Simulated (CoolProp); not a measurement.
Vapour-liquid equilibrium of n-hexane (1) + toluene (2) at 383.2 K; x and y are mole fractions of (1).

Values from CoolProp's multi-fluid Helmholtz-energy mixture model, Thol 2019 and Lemmon 2006; pair parameters Bell 2016.

Task: Give the bubble pressure and the first vapour's composition at x = 0.05, 0.35, 0.95. Is there an azeotrope?

Result: x = 0.05: 0.1162 MPa, y = 0.178; x = 0.35: 0.1932 MPa, y = 0.633; x = 0.95: 0.3071 MPa, y = 0.976. No azeotrope shows between x = 0.05 and 0.95.

The pair parameters rest on a limited set of measurements; away from them the model extrapolates.
